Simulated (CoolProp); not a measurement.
Vapour-liquid equilibrium of CHF3 (R23) (1) + R227EA (2) at 243.4 K; x and y are mole fractions of (1).

The numbers come from the multi-fluid Helmholtz-energy mixture model, Penoncello 2003 and Lemmon 2016; pair parameters Bell 2016 in CoolProp.

| x | bubble pressure, mixture model (MPa) | bubble pressure, Raoult's law (MPa) | y, mixture model | y, Raoult's law |
|---|---|---|---|---|
| 0.05 | 0.1011 | 0.1027 | 0.474 | 0.495 |
| 0.15 | 0.2011 | 0.1988 | 0.753 | 0.766 |
| 0.25 | 0.3044 | 0.2950 | 0.849 | 0.861 |
| 0.35 | 0.4055 | 0.3911 | 0.896 | 0.909 |
| 0.45 | 0.5018 | 0.4872 | 0.924 | 0.938 |
| 0.55 | 0.5929 | 0.5834 | 0.944 | 0.958 |
| 0.65 | 0.6807 | 0.6795 | 0.958 | 0.972 |
| 0.75 | 0.7686 | 0.7756 | 0.970 | 0.982 |
| 0.85 | 0.8605 | 0.8718 | 0.982 | 0.991 |
| 0.95 | 0.9611 | 0.9679 | 0.994 | 0.997 |

The largest gap from Raoult's law is +3.7 % in bubble pressure, at x = 0.35. No azeotrope shows between x = 0.05 and 0.95.

Pair parameters are fitted to limited data, so mixtures are less certain than the pure fluids. The gap from Raoult's law changes sign with composition, which may be real or a fault of the pair parameters; it wasn't checked against measurements.
